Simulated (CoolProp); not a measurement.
Computed with CoolProp (reference Helmholtz-energy equation of state, Lemmon 2003). It is a pseudo-pure fit of the blend.

For R507A, give the phase and the density (kg/m³), cp (kJ/(kg K)), Joule-Thomson coefficient (K/MPa), viscosity (µPa s) at 29.65 °C and 4820 kPa; 29.65 °C and 5190 kPa.


- 29.65 °C and 4820 kPa: liquid; density 1060, cp 1.47, Joule-Thomson coefficient 0.176, viscosity 135
- 29.65 °C and 5190 kPa: liquid; density 1070, cp 1.46, Joule-Thomson coefficient 0.157, viscosity 136

Viscosity comes from a separate model (Geller 2000).
